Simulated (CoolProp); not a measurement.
The fluid at 298.15 K and 7.19 MPa expands adiabatically to 0.615 MPa with isentropic efficiency 0.8. The same conditions are run with several fluids, on thermodynamics alone (safety and materials aside).

Values from CoolProp's reference Helmholtz-energy equation of state of each fluid (C2F6 (R116): Lemmon 2006; nitrogen: Span 2000; carbon monoxide: Lemmon 2006; CF4 (R14): Platzer 1990; dry air: Lemmon 2000). The equations of Platzer and Polt are older, rougher fits. Blends and air are pseudo-pure fits.

```csv
fluid,work (kJ/kg),final temperature (K),final phase,final density (kg/m³)
C2F6 (R116),10.0,___,"two-phase, vapour fraction 0.629",79.9
nitrogen,120,172.1,gas,12.3
carbon monoxide,___,171.3,gas,___
CF4 (R14),35.5,___,gas,35.9
dry air,115,___,gas,12.8
```

**Question.** Fill in the missing entries.

**Answer.** 
- C2F6 (R116), final temperature (K): 236.8
- carbon monoxide, work (kJ/kg): 119
- carbon monoxide, final density (kg/m³): 12.4
- CF4 (R14), final temperature (K): 198.9
- dry air, final temperature (K): 171.7
